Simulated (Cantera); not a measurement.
Cantera run:

```python
import numpy as np
import cantera as ct

gas_names = """
    Fe FeO Fe(OH)2 H HO2 H2 H2O H2O2 H2S H2SO4 O OH O2 O3 S SH SO SO2 SO3 S2 S2O S8
""".split()
cond_names = """
    Fe(a) Fe(c) Fe(d) Fe(L) FeO(s) FeO(L) Fe(OH)2(s) Fe(OH)3(s) FeS(a) FeS(b) FeS(c) FeS(L) FeSO4(s)
    FeS2(s) Fe2O3(s) Fe2S3O12(s) Fe3O4(s) H2O(s) H2O(L) H2SO4(L) S(cr1) S(cr2) S(L)
""".split()


# ... load() reads the species with a 1 bar reference pressure and builds the phases ...
atoms = {
    'FeS': {'Fe': 1, 'S': 1},
    'H2': {'H': 2},
    'H2O': {'H': 2, 'O': 1},
}
top_T = {'FeSO4(s)': 950, 'FeS2(s)': 1010, 'Fe2O3(s)': 1830, 'Fe2S3O12(s)': 1100, 'Fe3O4(s)': 1870}  # K; cautious upper limits of use, not melting points


# ... equilibrate(T, P, feed) seeds the gas with the atoms and calls Mixture.equilibrate('TP', solver="vcs", rtol=1e-11, max_steps=5000) ...
results = []
feed = {'FeS': 1, 'H2': 16, 'H2O': 0.44}  # mol
T = 2098.15  # K
P = 32  # Pa
mix = equilibrate(T, P, feed)
results.append((T, P, feed, dict(zip(mix.species_names, mix.species_moles))))
print(gas.report(threshold=0.0001))
for i in range(1, mix.n_phases):
    print(f"{mix.phase(i).name:16s} {mix.phase_moles(i):12.5e} mol")
```

Output:

```
       temperature   2098.2 K
          pressure   32 Pa
           density   1.1927e-05 kg/m^3
  mean mol. weight   6.502 kg/kmol
   phase of matter   gas

                          1 kg             1 kmol
                     ---------------   ---------------
          enthalpy        1.7082e+07        1.1107e+08  J
   internal energy        1.4399e+07        9.3623e+07  J
           entropy             40750        2.6496e+05  J/K
    Gibbs function       -6.8417e+07       -4.4485e+08  J
 heat capacity c_p            4916.5             31967  J/K
 heat capacity c_v            3637.8             23653  J/K

                      mass frac. Y      mole frac. X     chem. pot. / RT
                     ---------------   ---------------   ---------------
                Fe           0.43573          0.050731           -12.093
                 H          0.022943           0.14799           -13.992
                H2           0.22905           0.73873           -27.984
               H2O          0.049841          0.017989           -53.611
               H2S         0.0026003        0.00049616             -46.9
                OH         0.0011188        0.00042772           -39.619
                 S           0.13275          0.026923           -18.916
                SH          0.031547         0.0062029           -32.908
                SO          0.026119         0.0035336           -44.542
               SO2         0.0014308        0.00014523           -70.169
                S2          0.066359          0.006729           -37.831
     [  +11 minor]        0.00051549        9.4314e-05

Fe(L)             0.00000e+00 mol
FeO(L)            0.00000e+00 mol
FeS(L)            0.00000e+00 mol
S(L)              0.00000e+00 mol
```

These are equilibrium values from Cantera (NASA tables, ideal gas, pure condensed phases), not measurements of a reactor.
